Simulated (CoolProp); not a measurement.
Saturation properties of R124 (Tc = 395.4 K, pc = 3.624 MPa, ω = 0.288).

Computed with CoolProp (reference Helmholtz-energy equation of state, de Vries 1995).

```csv
T (K),p (MPa),liquid density (kg/m³),vapour Z,liquid conductivity (mW/(m K))
218.8,0.01130,1594,0.9910,97.3
226.8,0.01843,1572,0.9872,94.5
234.8,___,1550,0.9823,91.6
242.8,0.04375,1527,0.9762,___
250.9,0.06449,1504,0.9686,85.9
258.9,0.09198,1480,0.9597,83.1
266.9,___,1456,0.9492,80.3
274.9,0.1741,___,0.9371,77.5
283,0.2329,1406,0.9230,___
291,0.3049,1380,0.9073,72.1
299,0.3928,1352,0.8896,69.5
```

Question: What belongs in the gaps?

Answer: 
- 234.8, p (MPa): 0.02890
- 242.8, liquid conductivity (mW/(m K)): 88.8
- 266.9, p (MPa): 0.1280
- 274.9, liquid density (kg/m³): 1432
- 283, liquid conductivity (mW/(m K)): 74.8

It boils at 261.2 K under 1 atm.

Thermal conductivity comes from a separate model (Huber 2003), an estimate that may be off by 10 % or more.
